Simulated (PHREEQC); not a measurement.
# Nickel, zinc or cadmium bath: speciation

Solution (20 °C): 0.11 mol ZnCl2, 0.016 mol NaCl and 0.001 mol HCl per kg of water. Closed to the air; pH follows from the charge balance.

Equilibrium calculation in PHREEQC: ion-association model, phreeqc.dat.

This is a speciation only: nothing precipitates in the calculation.

Task: What pH, density, ionic strength does the model give?

Result: pH 3.11; density 1.012 g/cm³; ionic strength 0.319 mol/kgw.

Task: In which forms is Zn present?

Result: Zn+2 88 %, ZnCl+ 11 %, ZnCl2 1.1 % of the Zn.
